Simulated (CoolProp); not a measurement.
Vapour-liquid equilibrium of diethyl ether (1) + benzene (2) at 705 kPa; x and y are mole fractions of (1).

Values from CoolProp's multi-fluid Helmholtz-energy mixture model, Thol 2014 and Thol 2012; pair parameters Bell 2016.

Q: Give the bubble temperature and the first vapour's composition at x = 0.15, 0.35, 0.95. Is there an azeotrope?

A: x = 0.15: 420.4 K, y = 0.311; x = 0.35: 406.8 K, y = 0.587; x = 0.95: 378.3 K, y = 0.982. No azeotrope shows between x = 0.05 and 0.95.

Pair parameters are fitted to limited data, so mixtures are less certain than the pure fluids.
